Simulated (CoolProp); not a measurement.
The numbers come from the reference Helmholtz-energy equation of state, Lemmon 2006 in CoolProp. It is a short technical equation, of lower accuracy than the large ones.

Q: For isopentane, give the phase and the density (kg/m³), cp (kJ/(kg K)), Joule-Thomson coefficient (K/MPa), fugacity coefficient at 181.85 °C and 6.1 bar; 193.05 °C and 6.1 bar; 215.55 °C and 6.1 bar.

A: 
- 181.85 °C and 6.1 bar: gas; density 12.5, cp 2.42, Joule-Thomson coefficient 8.52, fugacity coefficient 0.936
- 193.05 °C and 6.1 bar: gas; density 12.1, cp 2.46, Joule-Thomson coefficient 7.84, fugacity coefficient 0.941
- 215.55 °C and 6.1 bar: gas; density 11.4, cp 2.54, Joule-Thomson coefficient 6.72, fugacity coefficient 0.950
